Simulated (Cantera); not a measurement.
**Si + F2 (silicon etching in halogen gases)**

A closed system holds: 1 mol Si, 4.8 mol F2, equilibrated at 0.00900 Torr.

Method: chemical equilibrium by Gibbs-energy minimisation in Cantera with the NASA 1993 tables (ideal gas, pure condensed phases). Candidate condensed phases: Si; 9 gas species. Rates play no part.

From 648 K to 1548 K nothing is condensed. The main Si-bearing gas is SiF4 throughout.

```
T (K)    x F      x F2  x SiF4    x SiF3
-----  -----  --------  ------  --------
648    0.109     0.643   0.249    <1e-12
723    0.404     0.386   0.210    <1e-12
798    0.734    0.0995   0.167    <1e-12
873    0.831    0.0153   0.154    <1e-12
948    0.845   0.00264   0.152    <1e-12
1023   0.848  0.000574   0.152    <1e-12
1098   0.848  0.000152   0.152    <1e-12
1173   0.848   4.79e-5   0.152    <1e-12
1248   0.848   1.72e-5   0.152    <1e-12
1323   0.848   6.95e-6   0.152  3.37e-12
1398   0.848   3.08e-6   0.152  6.59e-11
1473   0.848   1.49e-6   0.152  9.50e-10
1548   0.848   7.67e-7   0.152   1.06e-8
```
x: gas mole fraction; nothing condenses.
